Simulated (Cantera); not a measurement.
Mixture: CH₃OH : O₂ : N₂ = 1 : 1.15 : 5.08 (molar parts), equivalence ratio 1.3, at 2.00 bar, adiabatic and at constant volume. Ignition delay is the time to a rise of 400 K.

Computed with Cantera and GRI-Mech 3.0 (53 species, 325 reactions). GRI-Mech 3.0 was tuned for natural gas; its chemistry of methanol as a main component is partial and can be far from experiment.

Predict: delay at 1100 K; delay at 1300 K; delay at 1500 K; delay at 1700 K; delay at 1900 K; apparent activation energy between 1700 and 1900 K.


| Item | Value |
|---|---|
| delay at 1100 K | 31.0 ms |
| delay at 1300 K | 1.08 ms |
| delay at 1500 K | 0.104 ms |
| delay at 1700 K | 19.9 µs |
| delay at 1900 K | 5.82 µs |
| apparent activation energy between 1700 and 1900 K | 170 kJ/mol |
